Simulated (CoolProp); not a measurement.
Saturation properties of R236FA.

Model: reference Helmholtz-energy equation of state, Pan 2012, in CoolProp.

| T (°C) | p (kPa) | enthalpy of vaporisation (kJ/kg) | vapour viscosity (µPa s) | liquid conductivity (mW/(m K)) |
|---|---|---|---|---|
| -75.85 | ___ | 195.7 | 7.21 | 106 |
| -66.15 | 2.325 | 190.7 | ___ | 103 |
| -56.45 | 4.910 | 185.9 | 7.93 | 99.2 |
| -46.75 | 9.579 | 181.2 | 8.29 | 95.7 |
| -36.95 | ___ | 176.5 | 8.65 | ___ |
| -27.25 | 30.18 | 171.9 | 9.01 | 89.1 |
| -17.55 | 49.32 | ___ | 9.36 | 86.0 |
| -7.85 | 77.16 | 162.6 | 9.70 | 82.9 |
| 1.85 | 116.2 | ___ | 10.0 | ___ |

Some entries are withheld; supply them.


- -75.85, p (kPa): 1.003
- -66.15, vapour viscosity (µPa s): 7.57
- -36.95, p (kPa): 17.56
- -36.95, liquid conductivity (mW/(m K)): 92.3
- -17.55, enthalpy of vaporisation (kJ/kg): 167.3
- 1.85, enthalpy of vaporisation (kJ/kg): 157.7
- 1.85, liquid conductivity (mW/(m K)): 79.9

It boils at -1.5 °C under 1 atm.

Viscosity comes from a separate model (Huber 2003), an estimate that may be off by 10 % or more. Thermal conductivity comes from a separate model (Huber 2003), an estimate that may be off by 10 % or more.
